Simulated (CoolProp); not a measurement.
Aqueous sodium chloride as a coolant, at -7 °C, 1 atm.

Computed with CoolProp (Melinder's fits for secondary coolants).

| mass % | freezing point (°C) | viscosity (mPa s) | density (kg/m³) | conductivity (W/(m K)) | cp (kJ/(kg K)) |
|---|---|---|---|---|---|
| 12.6 | ? | 2.77 | 1099 | 0.543 | 3.579 |
| 15 | ? | 2.95 | 1119 | 0.541 | ? |
| 17.4 | -13.4 | 3.16 | 1138 | 0.539 | 3.436 |
| 19.7 | -16.1 | ? | 1157 | ? | 3.378 |
| 22.1 | -19.2 | 3.69 | 1177 | 0.535 | 3.321 |

Task: Fill in the missing entries.

Result: 
- 12.6, freezing point (°C): -8.7
- 15, freezing point (°C): -10.9
- 15, cp (kJ/(kg K)): 3.503
- 19.7, viscosity (mPa s): 3.40
- 19.7, conductivity (W/(m K)): 0.537
